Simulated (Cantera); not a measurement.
**Premixed flame**

A freely propagating, adiabatic, planar premixed flame of 29.6 % H2, 14.8 % O2, 55.6 % N2, unburnt at 550 K and 0.260 bar; mixture-averaged transport, grid criteria slope 0.08 and curve 0.16, no radiation.

Computed with Cantera and the H2/O2 subset of GRI-Mech 3.0, which has no nitrogen chemistry. Burning velocities carry a grid error of a few per cent, more on coarse grids.

```
z (mm)  T (K)  u (m/s)    x H2    x O2       x H     x H2O       x O    x HO2
------  -----  -------  ------  ------  --------  --------  --------  -------
-7.93     550     5.60   0.296   0.148     <1e-8     <1e-8     <1e-8    <1e-8
-5.29     550     5.60   0.296   0.148     <1e-8     <1e-8     <1e-8    <1e-8
-3.97     550     5.60   0.296   0.148     <1e-8     <1e-8     <1e-8    <1e-8
-2.64     550     5.60   0.296   0.148   1.77e-8     <1e-8     <1e-8  1.12e-7
-1.32     557     5.66   0.294   0.148  0.000136  0.000341   4.89e-6  9.51e-5
-0.661    713     7.13   0.269   0.144   0.00696    0.0135  0.000221  7.12e-5
0        1145     11.1   0.141  0.0982    0.0551     0.111   0.00715  2.75e-5
0.661    1437     13.7  0.0540  0.0415    0.0781     0.210    0.0146  1.04e-5
1.32     1563     14.8  0.0477  0.0335    0.0703     0.225    0.0149  7.30e-6
2.64     1708     16.0  0.0483  0.0299    0.0572     0.233    0.0138  5.47e-6
5.29     1866     17.3  0.0477  0.0263    0.0434     0.244    0.0117  3.99e-6
10.6     2027     18.6  0.0449  0.0225    0.0307     0.257   0.00912  2.83e-6
21.2     2179     19.7  0.0401  0.0186    0.0202     0.271   0.00648  2.06e-6
```
x: mole fraction of selected species; z is measured from the peak of heat release.

```json
{
  "laminar_burning_velocity": "560 cm/s",
  "thermal_thickness": "2.64 mm",
  "peak x(H)": "0.0783",
  "peak x(O)": "0.0151",
  "peak x(HO2)": "0.000112",
  "grid_points": "137"
}
```
